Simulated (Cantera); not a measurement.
Input: 1 mol Ti, 0.82 mol H2O, 420 mol H2, equilibrated at 1050 °C and 0.00130 bar.

These are equilibrium values from Cantera (NASA tables, ideal gas, pure condensed phases), not measurements of a reactor. Candidate condensed phases: H2O, Ti, TiO, TiO2, Ti2O3, Ti3O5, Ti4O7; 12 gas species. Mutual solubility and eutectic melting of coexisting phases are not modelled. TiO: taken at fixed stoichiometry. Condensed phases not in the tables: N, O or C dissolved in the metal. The numbers say what is thermodynamically allowed, not how fast it happens.

Base state: H2 1.000, H 4.41e-5 (mole fractions); condensed: Ti(β) + TiO(s).

What changes in the equilibrium state with this change: temperature from 1050 °C to 1800 °C?


```json
[
 {"species": "H2", "before": "1.000", "after": "0.927"},
 {"species": "H", "before": "4.41e-5", "after": "0.0702"},
 {"species": "TiO", "before": "<1e-9", "after": "0.00164"},
 {"species": "H2O", "before": "<1e-9", "after": "9.01e-5"},
 {"species": "Ti", "before": "5.96e-9", "after": "0.000512"},
 {"species": "Ti(β), mol", "before": "0.180", "after": "0"},
 {"species": "TiO(s), mol", "before": "0.820", "after": "0"},
 {"species": "TiO(l), mol", "before": "0", "after": "0.0530"}
]
```
